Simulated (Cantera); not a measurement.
Cantera run:

```python
import numpy as np
import cantera as ct

gas_names = """
    CL CL2 H HCL H2 Si SiCL SiCL2 SiCL3 SiCL4 SiH SiHCL3 SiH2 SiH2CL2 SiH3 SiH3CL SiH4 Si2 Si3
""".split()
cond_names = """
    Si(cr) Si(L)
""".split()


# ... load() reads the species with a 1 bar reference pressure and builds the phases ...
atoms = {
    'SiCl4': {'Si': 1, 'CL': 4},
    'HCl': {'H': 1, 'CL': 1},
    'H2': {'H': 2},
}
top_T = {}  # K; cautious upper limits of use, not melting points


# ... equilibrate(T, P, feed) seeds the gas with the atoms and calls Mixture.equilibrate('TP', solver="vcs", rtol=1e-11, max_steps=5000) ...
results = []
feed = {'SiCl4': 1, 'HCl': 1.5, 'H2': 1.8}  # mol
P = 101325  # Pa
for T in [1125, 1175, 1225, 1275, 1325, 1375, 1425]:
    mix = equilibrate(T, P, feed)
    results.append((T, P, feed, dict(zip(mix.species_names, mix.species_moles))))
    x = sorted(zip(gas.X, gas.species_names), reverse=True)
    print(f"T = {T:g} K  P = {P:g} Pa  gas = {mix.phase_moles(0):.4g} mol")
    print("   x: " + "  ".join(f"{s} {v:.3e}" for v, s in x if v > 1e-05))
    print("   condensed (mol): " + ("  ".join(f"{mix.phase(i).name} {mix.phase_moles(i):.4g}"
          for i in range(1, mix.n_phases) if mix.phase_moles(i) > 1e-12) or "none"))
```

It prints:

```
T = 1125 K  P = 101325 Pa  gas = 4.301 mol
   x: H2 4.136e-01  HCL 3.539e-01  SiCL4 2.273e-01  SiHCL3 4.614e-03  SiCL3 5.161e-04  SiCL2 1.442e-05  SiH2CL2 1.149e-05
   condensed (mol): none
T = 1175 K  P = 101325 Pa  gas = 4.303 mol
   x: H2 4.116e-01  HCL 3.560e-01  SiCL4 2.251e-01  SiHCL3 6.135e-03  SiCL3 1.116e-03  SiCL2 5.406e-05  SiH2CL2 2.144e-05
   condensed (mol): none
T = 1225 K  P = 101325 Pa  gas = 4.306 mol
   x: H2 4.088e-01  HCL 3.589e-01  SiCL4 2.219e-01  SiHCL3 7.885e-03  SiCL3 2.242e-03  SiCL2 1.791e-04  SiH2CL2 3.741e-05
   condensed (mol): none
T = 1275 K  P = 101325 Pa  gas = 4.311 mol
   x: H2 4.050e-01  HCL 3.631e-01  SiCL4 2.174e-01  SiHCL3 9.786e-03  SiCL3 4.203e-03  SiCL2 5.288e-04  SiH2CL2 6.107e-05
   condensed (mol): none
T = 1325 K  P = 101325 Pa  gas = 4.322 mol
   x: H2 3.995e-01  HCL 3.691e-01  SiCL4 2.108e-01  SiHCL3 1.168e-02  SiCL3 7.361e-03  SiCL2 1.396e-03  SiH2CL2 9.290e-05
   condensed (mol): none
T = 1375 K  P = 101325 Pa  gas = 4.34 mol
   x: H2 3.918e-01  HCL 3.778e-01  SiCL4 2.016e-01  SiHCL3 1.334e-02  SiCL3 1.202e-02  SiCL2 3.292e-03  SiH2CL2 1.307e-04
   condensed (mol): none
T = 1425 K  P = 101325 Pa  gas = 4.37 mol
   x: HCL 3.901e-01  H2 3.811e-01  SiCL4 1.891e-01  SiCL3 1.823e-02  SiHCL3 1.445e-02  SiCL2 6.917e-03  SiH2CL2 1.686e-04
   condensed (mol): none
```

Cantera equilibrium calculation (NASA polynomials, part measured and part estimated; ideal gas, pure solids and liquids). The tables' values for SiCl3 are old estimates; treat these amounts as uncertain.
